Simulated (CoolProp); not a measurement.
Computed with CoolProp (reference Helmholtz-energy equation of state, Thol 2014).

Problem. For chloromethane (R40), give the phase and the Joule-Thomson coefficient (K/MPa) at 183.95 °C and 156 kPa; 183.95 °C and 750 kPa; 183.95 °C and 10300 kPa.

Solution. 
- 183.95 °C and 156 kPa: gas; Joule-Thomson coefficient 9.73
- 183.95 °C and 750 kPa: gas; Joule-Thomson coefficient 9.75
- 183.95 °C and 10300 kPa: supercritical; Joule-Thomson coefficient 7.25
